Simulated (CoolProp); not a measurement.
Vapour-liquid equilibrium of carbon dioxide (1) + the fluoroketone C6F12O (FK-5-1-12) (2) at 273.2 K; x and y are mole fractions of (1).

Values from CoolProp's multi-fluid Helmholtz-energy mixture model, Span 1996 and McLinden 2015; pair parameters Bell 2016.

**Question.** Give the bubble pressure and the first vapour's composition at x = 0.25, 0.75, 0.85. Is there an azeotrope?

**Answer.** x = 0.25: 7.993 bar, y = 0.985; x = 0.75: 23.91 bar, y = 0.995; x = 0.85: 27.39 bar, y = 0.997. No azeotrope shows between x = 0.05 and 0.95.

The pair parameters rest on a limited set of measurements; away from them the model extrapolates.
